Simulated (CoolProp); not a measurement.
Model: reference Helmholtz-energy equation of state, Beckmüller 2019, in CoolProp.

Q: For n-octane, give the phase and the conductivity (mW/(m K)), Prandtl number at 501.7 K and 0.126 MPa; 516.5 K and 0.126 MPa; 546 K and 0.126 MPa.

A: 
- 501.7 K and 0.126 MPa: gas; conductivity 31.5, Prandtl number 0.763
- 516.5 K and 0.126 MPa: gas; conductivity 33.3, Prandtl number 0.759
- 546 K and 0.126 MPa: gas; conductivity 36.9, Prandtl number 0.753

Viscosity comes from a separate model (Huber 2004). Thermal conductivity comes from a separate model (Huber 2005).
